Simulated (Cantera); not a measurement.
# Equilibrium for abatement and gas-phase synthesis: NH₃ + O₂ + H₂

Charge: 1 mol NH₃, 0.082 mol O₂, 0.048 mol H₂, equilibrated at 1077 °C and 10.0 mbar.

Cantera equilibrium calculation (NASA polynomials, part measured and part estimated; ideal gas, pure solids and liquids). Candidate condensed phases: H₂O; 24 gas species. The numbers say what is thermodynamically allowed, not how fast it happens.

The x(H₂) is 0.676 and the x(N₂) comes out as 0.244. The x(H₂O) comes out as 0.0801. The x(H) comes out as 1.96e-5 and the gas amount is 2.048 mol.
